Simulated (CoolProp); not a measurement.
Octamethylcyclotetrasiloxane (D4) along the isotherm 78.55 °C: Z from the reference equation and from simpler models built on Tc = 313.4 °C, pc = 1347 kPa, ω = 0.598; each cubic takes its own stable root.

Model: reference Helmholtz-energy equation of state, Thol 2015, in CoolProp.

```
p (kPa)   phase  reference  van der Waals  Redlich-Kwong  Peng-Robinson
-------  ------  ---------  -------------  -------------  -------------
962      liquid     0.1095         0.1903         0.1301         0.1082
1920     liquid     0.2181         0.3744         0.2577         0.2153
2890     liquid     0.3276         0.5569         0.3851         0.3232
3850     liquid     0.4355         0.7342         0.5097         0.4294
4810     liquid     0.5430         0.9090         0.6330         0.5350
5770     liquid     0.6500          1.082         0.7551         0.6402
6740     liquid     0.7578          1.254         0.8774         0.7461
7700     liquid     0.8640          1.423         0.9975         0.8504
8660     liquid     0.9699          1.591          1.117         0.9544
9620     liquid      1.075          1.758          1.235          1.058
10600    liquid      1.183          1.927          1.355          1.163
11500    liquid      1.281          2.081          1.465          1.260
12500    liquid      1.390          2.252          1.586          1.367
13500    liquid      1.498          2.422          1.707          1.473
```
